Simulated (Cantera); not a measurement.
Si + Cl₂ + H₂ (chlorosilane synthesis and conversion)

Input: 1 mol Si, 0.9 mol Cl₂, 10 mol H₂, at 875 K and 1 atm.

These are equilibrium values from Cantera (NASA tables, ideal gas, pure condensed phases), not measurements of a reactor. Candidate condensed phases: Si; 19 gas species. The tables' values for SiCl₃ are old estimates; treat these amounts as uncertain. Kinetics and transport are ignored.

```json
{
  "x(H₂)": "0.949",
  "x(SiCl₄)": "0.0257",
  "x(SiHCl₃)": "0.0215",
  "x(HCl)": "0.00248",
  "x(SiH₂Cl₂)": "0.00165",
  "x(SiCl₃)": "6.06e-5",
  "x(SiH₃Cl)": "3.03e-5",
  "x(SiCl₂)": "8.26e-6",
  "n(Si(s))": "0.492 mol",
  "gas_amount": "10.39 mol"
}
```
